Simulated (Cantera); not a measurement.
Feed: 1 mol Fe2O3, 0.49 mol H2S, 0.4 mol H2O, held at 160000 Pa.

Cantera equilibrium calculation (NASA polynomials, part measured and part estimated; ideal gas, pure solids and liquids). Candidate condensed phases: Fe, FeO, Fe(OH)2, Fe(OH)3, FeS, FeSO4, FeS2, Fe2O3, Fe2(SO4)3, Fe3O4, H2O, H2SO4, S; 22 gas species. Metal and sulfide melt together well below either melting point, which pure phases cannot show. Mutual solubility and eutectic melting of coexisting phases are not modelled. The tables' stoichiometric FeO is somewhat more stable than real wüstite, so its field is too wide. FeO, FeS: taken at fixed stoichiometry. Equilibrium is a limit: real reactors are often held back by kinetics, nucleation or transport. All values below are at 1398 K.

Base state: H2O 0.732, SO2 0.203, S2 0.0241, H2S 0.0213, H2 0.0176, S2O 0.00158, SO 0.000667, SH 0.000216 (mole fractions); condensed: FeO(s) + FeS(s) + Fe3O4(s).

Problem. What changes in the equilibrium state with this change: pressure from 160000 Pa to 100000 Pa?

Solution. 
```tsv
species	before	after
H2O	0.732	0.677
SO2	0.203	0.250
S2	0.0241	0.0324
H2S	0.0213	0.0197
H2	0.0176	0.0177
SO	0.000667	0.000896
S2O	0.00158	0.00195
SH	0.000216	0.000251
FeO(s), mol	1.07	1.93
FeS(s), mol	0.171	0.0680
Fe3O4(s), mol	0.255	0
```
